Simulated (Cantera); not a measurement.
# Hydrocarbon pyrolysis for carbon deposition

An isothermal, constant-pressure homogeneous reactor starts with 0.621 % CH₄, 99.4 % N₂, at 1823 K and 100.0 Torr.

Computed with Cantera and GRI-Mech 3.0 (53 species, 325 reactions). GRI-Mech 3.0 stops at C3 and has no aromatics, soot or wall deposition, so with more carbon than oxygen in the feed, carbon stays in small species such as C2H2 where larger ones or solid carbon would form.

```json
[
 {"t (s)": "2.00e-5", "x CH₄": "0.00621", "x CH₃": "1.19e-6", "x HCN": "<1e-12", "x C₂H₂": "<1e-12", "x C₂H₆": "1.54e-12", "x C₂H": "<1e-12", "x H₂": "2.60e-7"},
 {"t (s)": "5.20e-5", "x CH₄": "0.00621", "x CH₃": "3.72e-6", "x HCN": "<1e-12", "x C₂H₂": "<1e-12", "x C₂H₆": "3.52e-11", "x C₂H": "<1e-12", "x H₂": "1.30e-6"},
 {"t (s)": "0.000135", "x CH₄": "0.00620", "x CH₃": "1.12e-5", "x HCN": "2.13e-12", "x C₂H₂": "2.63e-11", "x C₂H₆": "7.14e-10", "x C₂H": "<1e-12", "x H₂": "4.97e-6"},
 {"t (s)": "0.000352", "x CH₄": "0.00618", "x CH₃": "3.13e-5", "x HCN": "2.39e-11", "x C₂H₂": "1.60e-9", "x C₂H₆": "9.92e-9", "x C₂H": "<1e-12", "x H₂": "1.51e-5"},
 {"t (s)": "0.000916", "x CH₄": "0.00613", "x CH₃": "8.26e-5", "x HCN": "3.42e-10", "x C₂H₂": "8.19e-8", "x C₂H₆": "9.32e-8", "x C₂H": "4.81e-12", "x H₂": "4.37e-5"},
 {"t (s)": "0.00238", "x CH₄": "0.00595", "x CH₃": "0.000208", "x HCN": "6.13e-9", "x C₂H₂": "3.77e-6", "x C₂H₆": "6.67e-7", "x C₂H": "5.20e-10", "x H₂": "0.000159"},
 {"t (s)": "0.00620", "x CH₄": "0.00505", "x CH₃": "0.000420", "x HCN": "2.04e-7", "x C₂H₂": "0.000144", "x C₂H₆": "2.81e-6", "x C₂H": "1.81e-8", "x H₂": "0.00108"},
 {"t (s)": "0.0161", "x CH₄": "0.00248", "x CH₃": "0.000314", "x HCN": "3.53e-6", "x C₂H₂": "0.00149", "x C₂H₆": "1.55e-6", "x C₂H": "1.21e-7", "x H₂": "0.00502"},
 {"t (s)": "0.0420", "x CH₄": "0.000792", "x CH₃": "0.000118", "x HCN": "1.36e-5", "x C₂H₂": "0.00260", "x C₂H₆": "2.13e-7", "x C₂H": "2.02e-7", "x H₂": "0.00791"},
 {"t (s)": "0.109", "x CH₄": "0.000194", "x CH₃": "3.62e-5", "x HCN": "3.03e-5", "x C₂H₂": "0.00295", "x C₂H₆": "1.92e-8", "x C₂H": "2.69e-7", "x H₂": "0.00889"},
 {"t (s)": "0.284", "x CH₄": "4.34e-5", "x CH₃": "9.36e-6", "x HCN": "5.00e-5", "x C₂H₂": "0.00303", "x C₂H₆": "1.26e-9", "x C₂H": "3.15e-7", "x H₂": "0.00913"},
 {"t (s)": "0.739", "x CH₄": "8.51e-6", "x CH₃": "1.96e-6", "x HCN": "6.59e-5", "x C₂H₂": "0.00305", "x C₂H₆": "5.47e-11", "x C₂H": "3.37e-7", "x H₂": "0.00919"},
 {"t (s)": "1.92", "x CH₄": "8.50e-7", "x CH₃": "2.06e-7", "x HCN": "7.31e-5", "x C₂H₂": "0.00305", "x C₂H₆": "<1e-12", "x C₂H": "3.54e-7", "x H₂": "0.00920"},
 {"t (s)": "5.00", "x CH₄": "1.55e-7", "x CH₃": "3.86e-8", "x HCN": "7.39e-5", "x C₂H₂": "0.00305", "x C₂H₆": "<1e-12", "x C₂H": "3.65e-7", "x H₂": "0.00920"}
]
```
x: mole fraction; the columns are a selection and need not sum to one.

Equilibrium at this temperature and pressure: CH₄ 5.54e-8, CH₃ 1.39e-8, HCN 0.00598, C₂H₂ 9.34e-5, C₂H₆ <1e-12, C₂H 1.12e-8, H₂ 0.00920 (gas phase only).
